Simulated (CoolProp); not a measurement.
A single-stage vapour-compression cycle with hydrogen sulfide: evaporating at 205.15 K (dew point), condensing at 228.15 K (bubble point), superheat 5 K, subcooling 2 K, compressor efficiency 0.85, no pressure losses. Each further row changes one setting.

The numbers come from the reference Helmholtz-energy equation of state, Lemmon 2006 in CoolProp. It is a short technical equation, of lower accuracy than the large ones.

```tsv
case	cooling COP	pressure ratio	discharge temperature (K)	refrigerating effect (kJ/kg)	volumetric capacity (kJ/m³)
as stated	6.74	3.08	289.1	518	693
evaporating temperature 210.15 K	9.05	2.36	274.7	523	(withheld)
condensing temperature 223.15 K	8.81	2.47	271.8	528	706
subcooling 7 K	(withheld)	3.08	289.1	528	706
superheat 15 K	(withheld)	3.08	302.7	529	(withheld)
compressor efficiency 0.75	5.95	3.08	299.1	518	693
```

What belongs in the gaps?


- evaporating temperature 210.15 K, volumetric capacity (kJ/m³): 895
- subcooling 7 K, cooling COP: 6.87
- superheat 15 K, cooling COP: 6.55
- superheat 15 K, volumetric capacity (kJ/m³): 673
